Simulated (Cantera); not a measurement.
# Thermodynamics of silicon oxide and oxynitride deposition, feed SiF₄ + H₂O

Input: 1 mol SiF₄, a varied amount of H₂O, equilibrated at 800 K and 0.218 Torr.

Equilibrium computed with Cantera from the NASA thermochemical tables; the gas is ideal and each condensed phase is pure. Candidate condensed phases: H₂O, Si, SiO₂; 38 gas species. Kinetics and transport are ignored.

```tsv
n(H₂O) (mol)	log p H₂O	log p HF	log p SiF₄	log p H₂	log p O₂	log p H₂F₂	n SiO₂(α-quartz)
1.2	-4.37	-3.74	-4.18	-11.66	-11.97	-11.51	0.406
1.5	-4.28	-3.73	-4.30	-11.61	-11.91	-11.48	0.480
2	-4.18	-3.72	-4.48	-11.54	-11.85	-11.46	0.587
2.6	-4.09	-3.73	-4.68	-11.48	-11.78	-11.48	0.692
3.4	-4.00	-3.75	-4.95	-11.42	-11.72	-11.52	0.797
4.4	-3.91	-3.79	-5.26	-11.37	-11.67	-11.60	0.882
5.8	-3.83	-3.85	-5.67	-11.31	-11.62	-11.72	0.943
7.5	-3.77	-3.92	-6.10	-11.27	-11.57	-11.87	0.974
9.8	-3.72	-4.01	-6.56	-11.23	-11.54	-12.04	0.989
13	-3.67	-4.11	-7.05	-11.20	-11.51	-12.25	0.995
17	-3.64	-4.22	-7.52	-11.18	-11.49	-12.45	0.998
22	-3.62	-4.32	-7.97	-11.17	-11.47	-12.65	0.999
28	-3.60	-4.41	-8.39	-11.16	-11.46	-12.85	1.000
```
log p: log10 of the partial pressure in bar; n: condensed amount in mol.

From 1.2 mol H₂O to 28 mol H₂O the condensed part is SiO₂(α-quartz). The main Si-bearing gas is SiF₄ throughout. The share of Si in condensed phases is highest at 28 mol H₂O (100.0 %) and lowest at 1.2 mol H₂O (40.6 %).
